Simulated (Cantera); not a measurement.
A Cantera script and its output.

```python
import numpy as np
import cantera as ct

gas = ct.Solution("h2o2.yaml")


def delay(T, t_max=10):
    gas.TPX = T, 67000, {'H2': 1, 'O2': 1.02, 'N2': 3.84}
    reactor = ct.IdealGasConstPressureReactor(gas, clone=False)
    net = ct.ReactorNet([reactor])
    net.rtol, net.atol = 1e-8, 1e-16
    while net.time < t_max:
        t_old, T_old = net.time, reactor.T
        net.step()
        if reactor.T > T + 400:  # ignition: a rise of 400 K
            return t_old + (T + 400 - T_old) / (reactor.T - T_old) * (net.time - t_old)
    return np.nan


taus = []
for T in [1000, 1100, 1200, 1300, 1400, 1500, 1600, 1700]:
    taus.append(delay(T))
    print(f"T0 = {T:6g} K   tau = {taus[-1]:.4e} s")

# d ln(tau) / d ln(k), from doubling and halving each rate constant
T, sens = 1200, []
for i in range(gas.n_reactions):
    gas.set_multiplier(2.0, i)
    up = delay(T)
    gas.set_multiplier(0.5, i)
    down = delay(T)
    gas.set_multiplier(1.0, i)
    sens.append((np.log(up / down) / np.log(4.0), gas.reaction(i).equation))
sens.sort(key=lambda x: -abs(x[0]))
print(f"sensitivities at {T} K")
for s, eq in sens[:10]:
    print(f"{s:8.3f}  {eq}")
```

It prints:

```
T0 =   1000 K   tau = 3.2438e-04 s
T0 =   1100 K   tau = 1.3444e-04 s
T0 =   1200 K   tau = 8.0296e-05 s
T0 =   1300 K   tau = 5.8462e-05 s
T0 =   1400 K   tau = 4.9501e-05 s
T0 =   1500 K   tau = 4.7110e-05 s
T0 =   1600 K   tau = 4.8714e-05 s
T0 =   1700 K   tau = 5.3131e-05 s
sensitivities at 1200 K
  -0.562  H + O2 <=> O + OH
  -0.189  H2 + O <=> H + OH
  -0.091  H2 + OH <=> H + H2O
  -0.073  H + O2 + H2O <=> HO2 + H2O
  -0.043  H + HO2 <=> H2 + O2
  -0.020  H + OH + M <=> H2O + M
  -0.010  H + HO2 <=> 2 OH
  -0.005  2 H + H2O <=> H2 + H2O
  -0.005  H + O2 + N2 <=> HO2 + N2
  -0.004  2 H + M <=> H2 + M
```

Cantera simulation using the H2/O2 subset of GRI-Mech 3.0, which has no nitrogen chemistry; the numbers are that mechanism's predictions, not measurements. Where the delays flatten at high temperature, the 400 K rule measures the pace of heat release, not the induction time.
